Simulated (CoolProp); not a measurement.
A single-stage vapour-compression cycle with R152A: evaporating at 279.15 K (dew point), condensing at 312.15 K (bubble point), superheat 0 K, subcooling 5 K, compressor efficiency 0.7, no pressure losses. Each further row changes one setting.

The numbers come from the reference Helmholtz-energy equation of state, Outcalt 1996 in CoolProp. It is a modified Benedict-Webb-Rubin equation, recast in Helmholtz form.

```csv
case,cooling COP,pressure ratio,discharge temperature (K),refrigerating effect (kJ/kg),volumetric capacity (kJ/m³)
as stated,5.31,2.72,332.9,251,2570
evaporating temperature 284.15 K,6.48,2.30,329.2,254,3060
condensing temperature 307.15 K,6.40,2.37,325.3,260,2660
subcooling 10 K,5.50,2.72,332.9,260,2660
superheat 10 K,5.27,2.72,343.4,262,2550
compressor efficiency 0.6,4.55,2.72,338.9,251,2570
```
